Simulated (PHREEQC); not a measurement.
Dissolve 0.0072 mol HF, 0.42 mol NH4HF2, 8.4e-06 mol H4SiO4 and 0.086 mol H3PO4 per kg of water at 25 °C. Closed to the air; pH follows from the charge balance.

Computed with PHREEQC (ion-association model, phreeqc.dat).

```
quantity          before    after
----------------  ------  -------
pH                  2.67     2.93
HF (mol/kgw)       0.308   0.0437
HF2- (mol/kgw)     0.188  0.00515
F- (mol/kgw)       0.163   0.0307
H2PO4- (mol/kgw)  0.0716  0.00753
```

**Question.** Name the change that produced these shifts.
A. H4SiO4 left out
B. diluted 10-fold with water
C. HF left out
D. HF replaced by KF at the same molality
E. NH4HF2 from 0.42 to 0.378 mol/kgw

**Answer.** B, diluted 10-fold with water

Precipitation was switched off in this run. SiF6-2 is the database's only silicon fluoride.
